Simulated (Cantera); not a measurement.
An isothermal, constant-pressure homogeneous reactor starts with C2H6 : N2 = 1 : 4.7 (molar parts), at 1400 K and 5.25 Torr.

Cantera simulation using GRI-Mech 3.0 (53 species, 325 reactions); the numbers are that mechanism's predictions, not measurements. GRI-Mech 3.0 stops at C3 and has no aromatics, soot or wall deposition, so with more carbon than oxygen in the feed, carbon stays in small species such as C2H2 where larger ones or solid carbon would form. Radical loss at walls, strong at low pressure, is not modelled.

**Question.** Predict: x(C2H6) at 10.0 s; x(C2H2) at 10.0 s; x(CH3) at 10.0 s; x(C2H) at 10.0 s; x(C2H4) at 10.0 s.

**Answer.** 
```
Item                                                  Result
-----------------  -----------------------------------------
x(C2H6) at 10.0 s    4.88e-6 (gas-phase equilibrium 4.30e-9)
x(C2H2) at 10.0 s       0.108 (gas-phase equilibrium 0.0813)
x(CH3) at 10.0 s     6.67e-5 (gas-phase equilibrium 1.63e-6)
x(C2H) at 10.0 s     5.99e-9 (gas-phase equilibrium 9.06e-9)
x(C2H4) at 10.0 s  0.000356 (gas-phase equilibrium 0.000121)
```
